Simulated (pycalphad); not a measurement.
Computed with pycalphad from the COST 507 light-alloy database (1999), at 1 atm. The database dates from 1999; later assessments differ in places, in temperatures and in the compounds included. Phase fractions are per mole of atoms. Kinetics are ignored, which matters at the lower temperatures.

### Question
Give the equilibrium state of Hf-6.63C (at.%) at 927 °C.

### Answer
```
T = 1200.00 K, P = 101325 Pa, N = 1 mol of atoms
G = -86544 J/mol, H = 9608 J/mol, S = 80.13 J/(mol K)  (SER reference)
chemical potentials (J/mol): Hf -74354, C -258227
phase             fraction      x(Hf)       x(C)
HCP_A3              0.9132     0.9625     0.0375
FCC_A1              0.0868     0.6308     0.3692
```

### Question
Give the equilibrium state of Hf-6.63C (at.%) at 2377 °C.

### Answer
```
T = 2650.00 K, P = 101325 Pa, N = 1 mol of atoms
G = -227123 J/mol, H = 95233 J/mol, S = 121.64 J/(mol K)  (SER reference)
chemical potentials (J/mol): Hf -222737, C -288895
phase             fraction      x(Hf)       x(C)
LIQUID              0.9779     0.9398     0.0602
FCC_A1              0.0221     0.6652     0.3348
```

FCC_A1 is fcc; HCP_A3 is hcp. The fcc model also describes the rock-salt carbide or nitride (TiC, TiN, HfC).
